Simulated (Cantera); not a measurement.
A closed system holds: 1 mol AlN, 0.069 mol H₂, held at 2598 K and 0.100 bar.

Method: chemical equilibrium by Gibbs-energy minimisation in Cantera with the NASA 1993 tables (ideal gas, pure condensed phases). Candidate condensed phases: Al, AlN; 13 gas species. Rates play no part.

Task: What is the equilibrium state?

Result: 
| Quantity | Value |
|---|---|
| x(Al) | 0.627 |
| x(N₂) | 0.316 |
| x(H₂) | 0.0312 |
| x(H) | 0.0213 |
| x(AlH) | 0.00357 |
| x(Al₂) | 0.00108 |
| x(N) | 1.25e-6 |
| gas amount | 1.581 mol |
| log10 activity of Al(l) (absent) | -0.78 |
